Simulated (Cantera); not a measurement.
Charge: 1 mol Fe(CO)5, 1.2 mol N2, 0.57 mol O2, equilibrated at 752 °C and 100000 Pa.

These are equilibrium values from Cantera (NASA tables, ideal gas, pure condensed phases), not measurements of a reactor. Candidate condensed phases: C, Fe, Fe(CO)5, FeO, Fe2O3, Fe3O4; 27 gas species. Mutual solubility and eutectic melting of coexisting phases are not modelled. The tables' stoichiometric FeO is somewhat more stable than real wüstite, so its field is too wide. FeO: taken at fixed stoichiometry. Equilibrium is a limit: real reactors are often held back by kinetics, nucleation or transport.

Base state: CO 0.647, N2 0.194, CO2 0.159 (mole fractions); condensed: Fe(α) + FeO(s).

Question: What changes in the equilibrium state with this change: Fe(CO)5 replaced by PbO?

Answer: 
| species | before | after |
|---|---|---|
| N2 | 0.194 | 0.678 |
| O2 | <1e-9 | 0.322 |
| NO | <1e-9 | 4.70e-5 |
| CO | 0.647 | 0 |
| CO2 | 0.159 | 0 |
| Fe(α), mol | 0.846 | 0 |
| FeO(s), mol | 0.154 | 0 |
| PbO(yellow), mol | 0 | 1.000 |
Further candidate phases: Pb, PbO, PbO2, Pb3O4.
